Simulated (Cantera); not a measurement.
## Iron carbonyl, mercury and lead vapours: Pb + CO + H2 + O2

Charge: 1 mol Pb, 1.4 mol CO, 7.1 mol H2, 0.015 mol O2, held at 852 °C and 0.00133 bar.

Equilibrium computed with Cantera from the NASA thermochemical tables; the gas is ideal and each condensed phase is pure. Candidate condensed phases: C, C6H6, C7H8, C8H18, H2O, Pb, PbO, PbO2, Pb3O4; 113 gas species. Kinetics and transport are ignored.

| Quantity | Result |
|---|---|
| x(H2) | 0.745 |
| x(CO) | 0.147 |
| x(Pb) | 0.105 |
| x(H2O) | 0.00268 |
| x(CO2) | 0.000480 |
| x(Pb2) | 1.28e-6 |
| x(H) | 1.05e-6 |
| gas amount | 9.500 mol |
| log10 activity of Pb(l) (absent) | -0.13 |
| log10 activity of C(graphite) (absent) | -2.46 |
| log10 activity of PbO2(s) (absent) | -19.73 |
